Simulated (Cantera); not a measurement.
Charge: 1 mol Cr, 3.9 mol H2O, 24 mol N2, at 1000 °C and 0.0100 bar.

Cantera equilibrium calculation (NASA polynomials, part measured and part estimated; ideal gas, pure solids and liquids). Candidate condensed phases: Cr, CrN, Cr2N, Cr2O3, H2O; 29 gas species. Equilibrium is a limit: real reactors are often held back by kinetics, nucleation or transport.

Base state: N2 0.860, H2O 0.0860, H2 0.0538 (mole fractions); condensed: Cr2O3(s).

What changes in the equilibrium state with this change: H2O from 3.9 to 0.055 mol?


```tsv
species	before	after
N2	0.860	0.998
H2	0.0538	0.00231
H2O	0.0860	6.45e-7
Cr2O3(s), mol	0.500	0.0183
Cr2N(s), mol	0	0.482
```
Mutual solubility and eutectic melting of coexisting phases are not modelled.
